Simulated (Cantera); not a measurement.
**Adiabatic ignition**

An adiabatic, constant-pressure homogeneous reactor starts with CH₄ : C₂H₆ : O₂ : N₂ = 1 : 0.093 : 1.22 : 4.6 (molar parts), equivalence ratio 1.9, at 1525 K and 0.590 bar.

Detailed kinetics in Cantera: GRI-Mech 3.0 (53 species, 325 reactions).

```csv
t (s),T (K),x CH₄,x C₂H₆,x O₂,x CH₃,x H,x CH₂O
3.00e-6,1525,0.145,0.0134,0.176,6.24e-5,9.81e-8,3.24e-7
6.68e-6,1524,0.145,0.0134,0.176,0.000138,2.64e-7,1.67e-6
1.49e-5,1524,0.145,0.0133,0.176,0.000302,7.89e-7,9.15e-6
3.32e-5,1522,0.144,0.0130,0.176,0.000632,2.64e-6,5.89e-5
7.39e-5,1522,0.144,0.0125,0.176,0.00113,7.51e-6,0.000376
0.000165,1531,0.140,0.0109,0.173,0.00150,1.63e-5,0.00167
0.000367,1685,0.104,0.00394,0.139,0.00404,0.000174,0.00543
0.000818,2589,4.77e-8,<1e-12,3.84e-5,5.95e-8,0.0101,7.60e-9
0.00182,2562,3.41e-12,<1e-12,6.92e-5,5.89e-12,0.0136,4.47e-9
0.00406,2550,2.43e-12,<1e-12,8.47e-5,4.66e-12,0.0151,4.20e-9
0.00904,2549,2.39e-12,<1e-12,8.57e-5,4.60e-12,0.0152,4.18e-9
0.0201,2549,2.39e-12,<1e-12,8.55e-5,4.61e-12,0.0152,4.18e-9
0.0449,2549,2.39e-12,<1e-12,8.55e-5,4.61e-12,0.0152,4.18e-9
0.100,2549,2.39e-12,<1e-12,8.55e-5,4.61e-12,0.0152,4.18e-9
```
x: mole fraction; the columns are a selection and need not sum to one.

| Quantity | Result |
|---|---|
| time of steepest temperature rise | 0.438 ms |
| temperature at 0.100 s | 2549 K |
| equilibrium temperature | 2549 K |
| x(CH₄) at 0.100 s | 2.39e-12 (gas-phase equilibrium 2.70e-12) |
| x(C₂H₆) at 0.100 s | <1e-12 (gas-phase equilibrium <1e-12) |
| x(O₂) at 0.100 s | 8.55e-5 (gas-phase equilibrium 8.55e-5) |
